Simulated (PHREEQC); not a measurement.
PHREEQC input (ion-association model, phreeqc.dat):

```
SOLUTION_MASTER_SPECIES
  Amm  AmmH+  0  AmmH  17.031  # ammonia with no redox link, constants of NH4+
SOLUTION_SPECIES
  AmmH+ = AmmH+
    -log_k 0
    -gamma 2.5 0
    -dw 1.98e-9
  AmmH+ = Amm + H+
    -log_k -9.252
    -delta_h 12.48 kcal
    -analytic 0.6322 -0.001225 -2835.76
    -dw 2.28e-9
  AmmH+ + SO4-2 = AmmHSO4-
    -log_k 1.11
PHASES
  Amm(g)
    Amm = Amm
    -log_k 1.7966
    -analytic -18.758 3.3670e-4 2.5113e3 4.8619 39.192
    -T_c 405.6
    -P_c 111.3
    -Omega 0.25
EXCHANGE_SPECIES
  AmmH+ + X- = AmmHX
    -log_k 0.6
    -gamma 2.5 0
    -delta_h -2.4
SOLUTION 0
  temp 15
  units mmol/kgw
  pH 7 charge
  Cl 4.81
  Ca 2.4
  O(0) 1 O2(g) -0.68
SOLUTION 1-30
  temp 15
  units mmol/kgw
  pH 7 charge
  Cl 0.71
  Amm 0.7
  O(0) 1 O2(g) -0.68
END
EXCHANGE 1-30
  X 0.009
  -equilibrate 1
END
SELECTED_OUTPUT 1
  -reset false
  -pH true
  -pe true
  -ionic_strength true
  -water true
  -step true
  -totals Amm Ca Cl
  -molalities AmmHX CaX2
PRINT
  -reset false
TRANSPORT
  -cells 30
  -shifts 180
  -lengths 0.0166667
  -time_step 720
  -dispersivities 0.018
  -boundary_conditions flux flux
  -correct_disp true
  -punch_cells 30
  -punch_frequency 6
END
```

Selected output (columns that matter, 16 of 31 rows; pore volumes added in front):

```
pore volumes	pH	mu	Amm	Ca	Cl	m_CaX2
0	5.0115	0.00071	0.0007	0	0.00071	0
0.4167	5.0116	0.00071195	0.00070195	0	0.00071195	0
0.8167	5.0168	0.0018031	0.0017931	0	0.0018031	0
1.2167	5.0221	0.0040184	0.0040084	0	0.0040184	0
1.6167	5.0232	0.0047026	0.0046926	8.595e-25	0.0047026	5.9116e-23
2.0167	5.0233	0.0047994	0.0047894	2.7062e-17	0.0047994	1.7868e-15
2.4167	5.0233	0.0048091	0.0047991	4.8574e-10	0.0048091	3.1941e-08
2.8167	5.0286	0.0059423	0.0025353	0.0011323	0.0048099	0.0039523
3.2167	5.0336	0.0070983	0.00022329	0.0022884	0.00481	0.0044639
3.6167	5.034	0.0071966	2.6853e-05	0.0023866	0.00481	0.0044957
4.0167	5.034	0.0072082	3.5661e-06	0.0023982	0.00481	0.0044994
4.4167	5.0341	0.0072098	4.9692e-07	0.0023998	0.00481	0.0044999
4.8167	5.0341	0.00721	7.1189e-08	0.0024	0.00481	0.0045
5.2167	5.0341	0.00721	1.0381e-08	0.0024	0.00481	0.0045
5.6167	5.0341	0.00721	1.5323e-09	0.0024	0.00481	0.0045
6.0167	5.0341	0.00721	2.2813e-10	0.0024	0.00481	0.0045
```

Species that the database lacks are ignored.
